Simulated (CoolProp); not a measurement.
Properties of dimethyl carbonate along the isobar 0.101 MPa (Tc = 557.0 K, pc = 4.909 MPa, ω = 0.346).

Model: reference Helmholtz-energy equation of state, Zhou 2011, in CoolProp.

```tsv
T (K)	phase	density (kg/m³)	cv (kJ/(kg K))	expansivity (1/kK)	fugacity coefficient
365.7	gas	3.079	1.269	3.007	0.9725
383.7	gas	2.922	1.314	2.823	0.9766
401.8	gas	2.780	1.358	2.663	0.9799
419.8	gas	2.654	1.402	2.524	0.9825
437.8	gas	2.539	1.445	2.401	0.9847
455.8	gas	2.434	1.486	2.292	0.9866
473.8	gas	2.337	1.527	2.193	0.9881
491.9	gas	2.248	1.566	2.103	0.9895
509.9	gas	2.166	1.603	2.021	0.9906
527.9	gas	2.090	1.639	1.946	0.9916
545.9	gas	2.020	1.674	1.877	0.9924
564	gas	1.953	1.707	1.813	0.9932
582	gas	1.892	1.739	1.753	0.9939
600	gas	1.834	1.768	1.698	0.9944
```
